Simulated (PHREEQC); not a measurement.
Make-up at 25 °C: 0.2 mol/kgw HF, 6.6e-05 mol/kgw KF, 0.028 mol/kgw H2SiF6 and 3.6e-05 mol/kgw HCl. Closed to the air; pH follows from the charge balance.

All values are PHREEQC results (ion-association model, wateq4f.dat), not measurements.

```json
[
 {"quantity": "pH", "before": "1.31", "after": "1.32"},
 {"quantity": "ionic strength (mol/kgw)", "before": "0.0872", "after": "0.0867"},
 {"quantity": "HF (mol/kgw)", "before": "0.120", "after": "0.161"},
 {"quantity": "H2F2 (mol/kgw)", "before": "0.0381", "after": "0.0179"},
 {"quantity": "F- (mol/kgw)", "before": "0.00215", "after": "0.00153"},
 {"quantity": "HF2- (mol/kgw)", "before": "0.00101", "after": "0.00110"},
 {"quantity": "SI of Quartz (SiO2)", "before": "-6.24", "after": "-4.51"}
]
```

Problem. What was changed between the two runs?
A) diluted 10-fold with water
B) diluted 5-fold with water
C) HCl from 3.6e-05 to 5.4e-05 mol/kgw
D) temperature from 25 to 30 °C
E) temperature from 25 to 60 °C

Solution. E, temperature from 25 to 60 °C

Precipitation was switched off in this run. wateq4f.dat counts part of the HF as a dimer, H2F2, which phreeqc.dat doesn't know; its constant is uncertain. Constants without temperature data keep their 25 °C values here. SiF6-2 is the database's only silicon fluoride.
